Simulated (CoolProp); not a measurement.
The fluid at 293.15 K and 0.192 MPa flows at 0.4 m/s in a round tube of 50 mm bore and 45 µm roughness, fully developed (64/Re and Nu = 3.66 if laminar; Colebrook and Gnielinski if turbulent). The same conditions are run with several fluids, on thermodynamics alone (safety and materials aside).

Model: reference Helmholtz-energy equation of state of each fluid (CF4 (R14): Platzer 1990; C2F6 (R116): Lemmon 2006; R404A: Lemmon 2003; carbon dioxide: Span 1996; sulfur hexafluoride: Guder 2009), in CoolProp. The equations of Platzer and Polt are older, rougher fits. Blends and air are pseudo-pure fits.

| fluid | Reynolds number | Darcy friction factor | pressure drop (Pa/m) | heat-transfer coefficient (W/(m² K)) | mass flow (kg/h) |
|---|---|---|---|---|---|
| CF4 (R14) | 8200 | 0.0338 | 0.378 | 8.36 | 19.7 |
| C2F6 (R116) | 16000 | 0.0290 | 0.516 | 13.5 | 31.4 |
| R404A | 13200 | 0.0302 | 0.385 | 11.0 | 22.5 |
| carbon dioxide | 4770 | 0.0389 | 0.218 | 5.35 | 9.90 |
| sulfur hexafluoride | 15700 | 0.0292 | 0.549 | 12.0 | 33.3 |

Transport values come from each fluid's own correlations; those of CF4 (R14), C2F6 (R116) are estimates that may be off by 10 % or more.
